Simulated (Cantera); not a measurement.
Feed: 1 mol Si, 0.59 mol HCl, 0.65 mol H₂, equilibrated at 848.15 K and 2.50 bar.

Method: chemical equilibrium by Gibbs-energy minimisation in Cantera with the NASA 1993 tables (ideal gas, pure condensed phases). Candidate condensed phases: Si; 19 gas species. The tables' values for SiCl₃ are old estimates; treat these amounts as uncertain. Equilibrium is a limit: real reactors are often held back by kinetics, nucleation or transport.

Base state: H₂ 0.843, SiCl₄ 0.0868, SiHCl₃ 0.0640, SiH₂Cl₂ 0.00414, HCl 0.00186, SiCl₃ 7.63e-5, SiH₃Cl 6.35e-5 (mole fractions); condensed: Si(s).

Q: What changes in the equilibrium state with this change: Si replaced by SiCl₄?

A: 
```
species      before     after
----------  -------  --------
SiCl₄        0.0868     0.446
H₂            0.843     0.289
HCl         0.00186     0.264
SiHCl₃       0.0640  0.000793
SiH₃Cl      6.35e-5     <1e-9
SiH₂Cl₂     0.00414   1.24e-7
Si(s), mol    0.834         0
```
